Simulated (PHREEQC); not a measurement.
A solution holds 0.011 mol HF and 0.00021 mol (CH3)4NF per kg of water, at 20 °C. Closed to the air; pH follows from the charge balance.

Computed with PHREEQC (ion-association model, phreeqc.dat).

No solid was allowed to form.

Estimate the pH.

pH 2.62.

In which forms is F present?

HF 75 %, F- 24 %, HF2- 1.5 % of the F.

(CH3)4N+ isn't in the database: it is added as a free cation with an ion size of 4 Å.
